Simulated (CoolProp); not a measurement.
Properties of hydrogen chloride at several states.

Computed with CoolProp (reference Helmholtz-energy equation of state, Thol 2018).

| T (K) | p (bar) | phase | Joule-Thomson coefficient (K/MPa) | isothermal compressibility (1/MPa) | fugacity coefficient |
|---|---|---|---|---|---|
| 443.2 | 3.75 | gas | 6.928 | 2.684 | 0.9936 |
| 645.1 | 239 | supercritical | 2.014 | 0.04221 | 0.9278 |
| 355.5 | 0.162 | gas | 10.59 | 61.76 | 0.9994 |
| 461.5 | 26 | gas | 6.189 | 0.3996 | 0.9621 |
